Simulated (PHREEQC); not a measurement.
Solution (25 °C): 0.027 mol/kgw H2SO4 and 3.6e-05 mol/kgw NiSO4. Closed to the air; pH follows from the charge balance.

Equilibrium calculation in PHREEQC: ion-association model, wateq4f.dat.

| quantity | before | after |
|---|---|---|
| pH | 1.50 | 6.92 |
| ionic strength (mol/kgw) | 0.0467 | 0.000143 |
| HSO4- (mol/kgw) | 0.0172 | 4.04e-10 |
| SO4-2 (mol/kgw) | 0.00983 | 3.58e-5 |
| Ni+2 (mol/kgw) | 2.55e-5 | 3.57e-5 |
| NiSO4 (mol/kgw) | 1.05e-5 | 2.23e-7 |
| SI of Morenosite (NiSO4:7H2O) | -4.91 | -6.58 |
| SI of Ni(OH)2 (Ni(OH)2) | -12.73 | -1.44 |

Q: What was changed between the two runs?
(A) diluted 2-fold with water
(B) NiSO4 from 3.6e-05 to 7.2e-05 mol/kgw
(C) H2SO4 left out
(D) NiSO4 from 3.6e-05 to 0.00036 mol/kgw

A: C, H2SO4 left out

No solid was allowed to form.
